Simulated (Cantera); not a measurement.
## Reactions in the system F-Pb-S

Cantera with NASA thermochemical tables; ideal gases at 1 bar, condensed phases pure. Values are per mole of reaction as written; species without (g) are pure solids or liquids, kept so even where they would boil at 1 bar.

3 PbF2 + 4 S → SF6(g) + 3 PbS(g)

```tsv
T (K)	ΔH° (kJ)	ΔS° (J/K)	ΔG° (kJ)	log10 K
500	1170.5	489.9	925.6	-96.69
575	1158.7	467.9	889.7	-80.82
650	1137.4	432.8	856.1	-68.79
725	1116.6	402.5	824.8	-59.42
800	1098.9	379.2	795.5	-51.94
875	1085.5	363.2	767.7	-45.83
```

PbS(g) + 2 F(g) → S + PbF2

```
T (K)  ΔH° (kJ)  ΔS° (J/K)  ΔG° (kJ)  log10 K
-----  --------  ---------  --------  -------
500      -960.0     -405.2    -757.4    79.12
575      -957.0     -399.7    -727.2    66.06
650      -950.6     -389.2    -697.7    56.07
725      -944.2     -379.8    -668.9    48.19
800      -938.7     -372.5    -640.7    41.83
875      -934.6     -367.7    -612.9    36.59
```

PbS(g) + 3 F2(g) → PbF2 + SF4(g)

```tsv
T (K)	ΔH° (kJ)	ΔS° (J/K)	ΔG° (kJ)	log10 K
500	-1566.2	-432.9	-1349.8	141.01
575	-1563.6	-428.0	-1317.5	119.69
650	-1557.2	-417.4	-1285.9	103.33
725	-1550.5	-407.6	-1254.9	90.41
800	-1544.6	-399.9	-1224.7	79.96
875	-1540.2	-394.7	-1194.9	71.33
```
